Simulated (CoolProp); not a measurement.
Model: reference Helmholtz-energy equation of state, de Reuck 1993, in CoolProp.

For methanol, give the phase and the cv (kJ/(kg K)), speed of sound (m/s), isothermal compressibility (1/MPa), conductivity (mW/(m K)) at -7.65 °C and 7610 kPa; 15.05 °C and 7610 kPa; 53.05 °C and 7610 kPa.


- -7.65 °C and 7610 kPa: liquid; cv 1.94, speed of sound 1250, isothermal compressibility 0.000943, conductivity 210
- 15.05 °C and 7610 kPa: liquid; cv 2.05, speed of sound 1180, isothermal compressibility 0.00108, conductivity 206
- 53.05 °C and 7610 kPa: liquid; cv 2.27, speed of sound 1060, isothermal compressibility 0.00138, conductivity 199

Thermal conductivity comes from a separate model (Sykioti 2013).
